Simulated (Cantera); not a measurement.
Feed: 1 mol borazine, 0.11 mol H₂O, 1.6 mol N₂, at 1550 °C and 3.10 mbar.

Equilibrium computed with Cantera from the NASA thermochemical tables; the gas is ideal and each condensed phase is pure. Candidate condensed phases: B, BN, B₂O₃, B₃O₃H₃, H₂O; 39 gas species. The feed counts by its element totals alone. Rates play no part.

Question: What is the equilibrium state?

Answer: 
* **x(H₂)**: 0.631
* **x(N₂)**: 0.342
* **x(HBO)**: 0.0162
* **x(H)**: 0.00618
* **x(BO)**: 0.00276
* **x(B₂O₂)**: 0.00152
* **x(HBO₂)**: 0.000171
* **x(B₂O₃)**: 0.000119
* **x(H₂O)**: 1.89e-5
* **n(BN(s))**: 2.89 mol
* **gas amount**: 4.840 mol
* **log10 activity of B(s) (absent)**: -1.11
* **log10 activity of B₃O₃H₃(s) (absent)**: -15.41
